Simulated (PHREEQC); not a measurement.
Consider water at 25 °C with 0.066 mol ZnCl2, 0.00038 mol CdCl2 and 0.026 mol SrBr2 per kg of water. Closed to the air; pH follows from the charge balance.

All values are PHREEQC results (ion-association model, wateq4f.dat), not measurements.

Precipitation was switched off in this run.

### Question
Estimate the pH.

### Answer
pH 5.12.

### Question
In which forms is Zn present?

### Answer
Zn+2 90 %, ZnCl+ 9.1 %, ZnCl2 0.5 % of the Zn.
